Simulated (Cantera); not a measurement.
Input (Python, Cantera):

```python
import numpy as np
import cantera as ct

surf = ct.Interface("ptcombust.yaml", "Pt_surf")
gas = surf.adjacent["gas"]
gas.TPX = 948, 101325, {'CH4': 0.0028, 'O2': 0.12, 'N2': 0.79}
surf.TP = 948, 101325
reactor = ct.FlowReactor(gas, clone=False)
reactor.area = 0.0001  # m2
reactor.surface_area_to_volume_ratio = 9300  # 1/m
reactor.mass_flow_rate = 0.054 * reactor.area * gas.density  # inlet velocity 0.054 m/s
reactor.energy_enabled = False
wall = ct.ReactorSurface(surf, reactor, clone=False)
net = ct.ReactorNet([reactor])
net.rtol, net.atol = 1e-8, 1e-16
show, cover = ['CH4', 'O2', 'H2O', 'CO2', 'CO'], ['PT(S)', 'H(S)', 'O(S)', 'OH(S)', 'CO(S)', 'C(S)']

rows = []
print(f"{'z/m':>9s}{'u/(m/s)':>9s}" + "".join(f"{s:>13s}" for s in show + cover))
for z in [0.00022, 0.00043, 0.00084, 0.0016, 0.0031, 0.006, 0.012, 0.022]:
    net.advance(z)
    rows.append([reactor.speed, *gas[show].X, *surf[cover].coverages])
    print(f"{z:9.4g}{rows[-1][0]:9.3g}" + "".join(f"{x:13.4e}" for x in rows[-1][1:]))
```

It prints:

```
      z/m  u/(m/s)          CH4           O2          H2O          CO2           CO        PT(S)         H(S)         O(S)        OH(S)        CO(S)         C(S)
  0.00022    0.054   1.0736e-03   1.2748e-01   3.9862e-03   1.9924e-03   3.9023e-07   1.3447e-01   7.2074e-08   8.6434e-01   1.1825e-03   1.0009e-06   4.7324e-09
  0.00043    0.054   3.9081e-04   1.2611e-01   5.3510e-03   2.6748e-03   1.4228e-07   1.3475e-01   8.3725e-08   8.6387e-01   1.3704e-03   3.6636e-07   1.7321e-09
  0.00084    0.054   5.3946e-05   1.2544e-01   6.0244e-03   3.0115e-03   1.9706e-08   1.3490e-01   8.8967e-08   8.6364e-01   1.4544e-03   5.0720e-08   2.3974e-10
   0.0016    0.054   1.3694e-06   1.2533e-01   6.1296e-03   3.0641e-03   5.5451e-10   1.3492e-01   8.9762e-08   8.6361e-01   1.4671e-03   1.2992e-09   6.0883e-12
   0.0031    0.054   1.0303e-09   1.2533e-01   6.1324e-03   3.0656e-03   4.9718e-11   1.3492e-01   8.9783e-08   8.6361e-01   1.4675e-03   1.1083e-11   4.5806e-15
    0.006    0.054   2.4751e-14   1.2533e-01   6.1326e-03   3.0657e-03   4.0617e-11   1.3492e-01   8.9784e-08   8.6361e-01   1.4675e-03   8.3259e-12   8.6398e-20
    0.012    0.054   1.5928e-14   1.2533e-01   6.1328e-03   3.0659e-03   2.7248e-11   1.3492e-01   8.9786e-08   8.6361e-01   1.4675e-03   5.5855e-12   7.0854e-20
    0.022    0.054   1.3658e-14   1.2533e-01   6.1332e-03   3.0661e-03   1.4511e-11   1.3492e-01   8.9789e-08   8.6361e-01   1.4675e-03   2.9747e-12   6.0750e-20
```

Model: Deutschmann's 1995 Pt surface mechanism with GRI-Mech 3.0 gas chemistry, integrated in Cantera. Catalytic surfaces can have several steady states; this one follows from the mechanism file's or the stated starting coverage. Mass transfer to the wall is taken as infinitely fast.
